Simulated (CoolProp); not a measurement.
A simple Rankine cycle with R245fa: condensing at 301.15 K, boiler at 0.768 MPa, turbine inlet 392.1 K, turbine efficiency 0.85, pump efficiency 0.8, no recuperator. Each further row changes one setting.

Values from CoolProp's reference Helmholtz-energy equation of state, Akasaka 2015.

```csv
case,thermal efficiency (%),net work (kJ/kg),heat in (kJ/kg),turbine exit temperature (K),volume ratio over the turbine
as stated,…,…,270,356.7,4.57
turbine inlet 412.1 K,10.1,29.5,292,377.0,4.52
condensing temperature 293.15 K,11.7,32.9,280,…,6.09
boiler pressure 0.538 MPa,8.0,21.9,273,365.7,3.17
turbine efficiency 0.75,9.0,24.3,270,360.0,…
```

**Question.** Fill in the missing entries.

**Answer.** 
- as stated, thermal efficiency (%): 10.2
- as stated, net work (kJ/kg): 27.6
- condensing temperature 293.15 K, turbine exit temperature (K): 350.5
- turbine efficiency 0.75, volume ratio over the turbine: 4.62
